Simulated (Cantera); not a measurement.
A perfectly stirred reactor is fed with 17.4 % CH₃OH, 17.4 % O₂, 65.3 % N₂, equivalence ratio 1.5, at 1.00 bar; it is adiabatic with a 500 K inlet, and is followed from long to short residence time, starting on the burning branch (τ in s: 0.09, 0.035, 0.014, 0.0053, 0.0021, 0.0008, 0.00031, 0.00012, 4.7e-05).

Model: GRI-Mech 3.0 (53 species, 325 reactions), integrated in Cantera. GRI-Mech 3.0 was tuned for natural gas; its chemistry of methanol as a main component is partial and can be far from experiment.

x: mole fraction; the columns are a selection and need not sum to one.

```
τ (s)    T (K)   x CH₃OH      x O₂    x HCO   x C₂H₂    x C₂H₄   x CH₂
-------  -----  --------  --------  -------  -------  --------  ------
0.090     2081   1.47e-6   9.64e-5  1.29e-7  3.23e-9  1.08e-10     ___
0.035     2069   2.63e-6  0.000190  2.55e-7  5.73e-9  2.41e-10     ___
0.014     2052   4.73e-6  0.000360  5.25e-7  1.29e-8  6.37e-10     ___
0.0053    2028   9.17e-6  0.000682  1.18e-6  3.83e-8   2.12e-9     ___
0.0021    2001   1.83e-5   0.00120  2.63e-6  1.27e-7   7.74e-9     ___
0.00080   1970   4.06e-5   0.00210  6.29e-6  5.14e-7   3.54e-8     ___
0.00031   1937   9.89e-5   0.00383  1.55e-5  2.23e-6   1.92e-7     ___
0.00012   1883  0.000293   0.00848  4.14e-5  9.65e-6   1.41e-6     ___
4.7e-5     500     0.174     0.174   <1e-12   <1e-12    <1e-12  <1e-12
```

Fill in the missing entries.


- 0.090, x CH₂: 5.73e-8
- 0.035, x CH₂: 1.20e-7
- 0.014, x CH₂: 2.54e-7
- 0.0053, x CH₂: 5.71e-7
- 0.0021, x CH₂: 1.23e-6
- 0.00080, x CH₂: 2.78e-6
- 0.00031, x CH₂: 6.35e-6
- 0.00012, x CH₂: 1.48e-5
